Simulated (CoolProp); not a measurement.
Saturation properties of n-heptane.

The numbers come from the reference Helmholtz-energy equation of state, Span 2003 in CoolProp. It is a short technical equation, of lower accuracy than the large ones.

```csv
T (K),p (MPa),vapour Z,surface tension (mN/m),liquid conductivity (mW/(m K))
378.8,0.1248,0.9386,12.0,99.3
382.1,0.1368,0.9346,11.7,98.5
385.4,0.1497,0.9304,11.4,97.6
388.6,0.1631,0.9262,11.1,96.8
391.9,0.1778,0.9217,10.8,95.9
395.2,0.1935,0.9169,10.5,95.1
398.5,0.2103,0.9120,10.2,94.3
401.7,[?],0.9071,9.95,93.4
405,0.2466,[?],9.65,92.6
408.3,0.2667,0.8964,9.36,91.8
411.6,0.2881,[?],9.07,91.0
414.8,0.3101,0.8850,8.80,90.2
```

Question: Some entries are withheld; supply them.

Answer: 
- 401.7, p (MPa): 0.2276
- 405, vapour Z: 0.9018
- 411.6, vapour Z: 0.8907

It boils at 371.5 K under 1 atm.

Thermal conductivity comes from a separate model (Assael 2013). Surface tension comes from a separate correlation (Mulero 2012).
